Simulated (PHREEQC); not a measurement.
PHREEQC input (ion-association model, wateq4f.dat):

```
SOLUTION_MASTER_SPECIES
  An  An-  0  An  62.0  # stands for a non-complexing anion
SOLUTION_SPECIES
  An- = An-
    -log_k 0
    -gamma 3.0 0
PHASES
  Fix_H+
    H+ = H+
    -log_k 0
SOLUTION 1
  temp 25
  units mmol/kgw
  pH 7 charge
  S(6) 0.078
  Na 10.156
  An 10
END
SELECTED_OUTPUT 1
  -reset false
  -pH true
  -pe true
  -ionic_strength true
  -water true
  -totals Na S S(-2) S(6)
  -molalities Hfo_wOH Hfo_wOH2+ Hfo_wO- Hfo_sOH Hfo_sOH2+ Hfo_sO- Hfo_wSO4- Hfo_wOHSO4-2
  -saturation_indices Mirabilite
USER_PUNCH 1
  -headings sigma psi
  10 PUNCH EDL("sigma", "Hfo"), EDL("psi", "Hfo")
PRINT
  -reset false
USE solution 1
SURFACE 1
  Hfo_wOH 0.0101124 600 4.5
  Hfo_sOH 0.000252809
EQUILIBRIUM_PHASES 1
  Fix_H+ -3 HAn 10
    -force_equality true
  O2(g) -0.68 10
END
# ... the last block is repeated for the other 16 points of pH, with NaOH or the acid as the point needs
```

Selected output (columns that matter, 17 of 17 rows; pH added in front):

```
pH	mu	Na	S	m_Hfo_wOH	m_Hfo_wOH2+	m_Hfo_wO-	m_Hfo_sOH	m_Hfo_sOH2+	m_Hfo_sO-	m_Hfo_wSO4-	m_Hfo_wOHSO4-2	si_Mirabilite	sigma	psi
3	0.015888	0.010156	1.0389e-09	0.00093127	0.0091009	2.1831e-06	2.3463e-05	0.00022929	5.5e-08	6.478e-05	1.3219e-05	-12.221	0.33011	0.19521
3.5	0.014506	0.010156	1.3112e-09	0.0021045	0.0079171	1.2815e-05	5.302e-05	0.00019947	3.2286e-07	5.0976e-05	2.7022e-05	-12.089	0.28585	0.19016
4	0.01344	0.010156	2.4554e-09	0.0036321	0.0063548	4.7556e-05	9.1507e-05	0.0001601	1.1981e-06	3.645e-05	4.1548e-05	-11.801	0.22682	0.18025
4.5	0.012533	0.010156	6.4098e-09	0.0050922	0.0048189	0.00012327	0.00012829	0.00012141	3.1057e-06	2.5099e-05	5.2895e-05	-11.373	0.16737	0.16646
5	0.011803	0.010156	2.1955e-08	0.0062123	0.0035748	0.00024731	0.00015651	9.0065e-05	6.2309e-06	1.7461e-05	6.0517e-05	-10.831	0.11697	0.14966
5.5	0.011252	0.010156	9.4753e-08	0.0069405	0.0026826	0.00041136	0.00017486	6.7586e-05	1.0364e-05	1.2647e-05	6.5259e-05	-10.19	0.078099	0.13031
6	0.010855	0.010156	5.0145e-07	0.0073504	0.0020932	0.00059132	0.00018518	5.2733e-05	1.4897e-05	9.6825e-06	6.7816e-05	-9.462	0.049833	0.10858
6.5	0.010582	0.010156	3.0863e-06	0.0075556	0.0017227	0.00075918	0.0001903	4.3388e-05	1.9121e-05	7.6849e-06	6.7229e-05	-8.6699	0.03022	0.084716
7	0.010412	0.010156	1.7871e-05	0.0076618	0.0014847	0.0009058	0.00019269	3.7338e-05	2.278e-05	5.3243e-06	5.4804e-05	-7.9053	0.0171	0.059316
7.5	0.010322	0.010156	5.4234e-05	0.0077325	0.0013127	0.0010435	0.00019377	3.2894e-05	2.6148e-05	1.8641e-06	2.1902e-05	-7.4223	0.0082308	0.033137
8	0.010245	0.010156	7.4081e-05	0.0077592	0.0011973	0.0011519	0.00019406	2.9944e-05	2.8809e-05	2.8145e-07	3.638e-06	-7.286	0.0013923	0.0060108
8.5	0.010303	0.010302	7.7523e-05	0.007759	0.0011067	0.0012462	0.00019398	2.7669e-05	3.1156e-05	3.1817e-08	4.4492e-07	-7.2547	-0.0051412	-0.021546
9	0.010424	0.010535	7.7942e-05	0.0077415	0.0010061	0.0013647	0.00019354	2.5151e-05	3.4117e-05	3.4936e-09	5.362e-08	-7.2347	-0.013141	-0.048732
9.5	0.010607	0.010878	7.7992e-05	0.0076898	0.00087598	0.0015465	0.00019225	2.1899e-05	3.8662e-05	3.9453e-10	6.908e-09	-7.209	-0.024562	-0.074926
10	0.010922	0.011433	7.7997e-05	0.0075576	0.00070897	0.0018456	0.00018894	1.7724e-05	4.614e-05	4.677e-11	9.944e-10	-7.17	-0.041639	-0.099515
10.5	0.011518	0.012383	7.7997e-05	0.007255	0.00051478	0.0023423	0.00018137	1.287e-05	5.8558e-05	5.8634e-12	1.6481e-10	-7.1082	-0.066948	-0.12192
11	0.012806	0.014188	7.7996e-05	0.0066361	0.00031965	0.0031561	0.0001659	7.9911e-06	7.8903e-05	7.7093e-13	3.192e-11	-7.0051	-0.10391	-0.14155
```

The oxide is taken as insoluble; below pH 4 it would dissolve.
